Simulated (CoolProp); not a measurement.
A simple Rankine cycle with R152A: condensing at 318.15 K, boiler at 3.58 MPa, turbine inlet 376.3 K, turbine efficiency 0.9, pump efficiency 0.7, no recuperator. Each further row changes one setting.

Values from CoolProp's reference Helmholtz-energy equation of state, Outcalt 1996. It is a modified Benedict-Webb-Rubin equation, recast in Helmholtz form.

```csv
case,thermal efficiency (%),net work (kJ/kg),heat in (kJ/kg),turbine exit temperature (K),volume ratio over the turbine
as stated,10.3,26.5,258,318.2,4.04
turbine inlet 396.3 K,11.1,33.8,306,?,3.60
condensing temperature 310.15 K,11.7,31.8,272,310.1,?
boiler pressure 2.51 MPa,?,25.1,298,?,2.46
turbine efficiency 0.8,8.9,23.0,258,318.2,?
```

**Question.** Some entries are withheld; supply them.

**Answer.** 
- turbine inlet 396.3 K, turbine exit temperature (K): 331.8
- condensing temperature 310.15 K, volume ratio over the turbine: 5.02
- boiler pressure 2.51 MPa, thermal efficiency (%): 8.4
- boiler pressure 2.51 MPa, turbine exit temperature (K): 332.5
- turbine efficiency 0.8, volume ratio over the turbine: 4.10

The expansion ends wet for: as stated; condensing temperature 310.15 K; turbine efficiency 0.8.
